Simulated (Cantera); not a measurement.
# Transport properties of process gases

Gas mixture: 25.1 % CO, 35.5 % N2, 39.4 % C2H6, at 4.93 atm, frozen composition.

Cantera's kinetic-theory transport with the Lennard-Jones parameters of GRI-Mech 3.0, ideal gas; thermal conductivity in the multicomponent form. The composition is frozen, though it would react at the higher temperatures.

```json
[
 {"T (K)": "400", "ρ (kg/m³)": "4.33", "cp (J/kg/K)": "1507", "μ (µPa s)": "17.3", "λ (mW/m/K)": "33.8", "Pr": "0.772", "D (cm²/s) NO": "0.0596", "D (cm²/s) CH3": "0.0658", "D (cm²/s) H": "0.350"},
 {"T (K)": "600", "ρ (kg/m³)": "2.89", "cp (J/kg/K)": "1857", "μ (µPa s)": "23.6", "λ (mW/m/K)": "55.7", "Pr": "0.786", "D (cm²/s) NO": "0.120", "D (cm²/s) CH3": "0.134", "D (cm²/s) H": "0.715"},
 {"T (K)": "800", "ρ (kg/m³)": "2.17", "cp (J/kg/K)": "2140", "μ (µPa s)": "29.0", "λ (mW/m/K)": "78.4", "Pr": "0.791", "D (cm²/s) NO": "0.196", "D (cm²/s) CH3": "0.220", "D (cm²/s) H": "1.17"},
 {"T (K)": "1000", "ρ (kg/m³)": "1.73", "cp (J/kg/K)": "2369", "μ (µPa s)": "33.8", "λ (mW/m/K)": "101", "Pr": "0.794", "D (cm²/s) NO": "0.286", "D (cm²/s) CH3": "0.321", "D (cm²/s) H": "1.71"},
 {"T (K)": "1200", "ρ (kg/m³)": "1.44", "cp (J/kg/K)": "2541", "μ (µPa s)": "38.3", "λ (mW/m/K)": "122", "Pr": "0.795", "D (cm²/s) NO": "0.388", "D (cm²/s) CH3": "0.436", "D (cm²/s) H": "2.32"},
 {"T (K)": "1400", "ρ (kg/m³)": "1.24", "cp (J/kg/K)": "2675", "μ (µPa s)": "42.4", "λ (mW/m/K)": "142", "Pr": "0.796", "D (cm²/s) NO": "0.501", "D (cm²/s) CH3": "0.565", "D (cm²/s) H": "3.01"}
]
```
D: mixture-averaged diffusion coefficient of that species in the mixture.
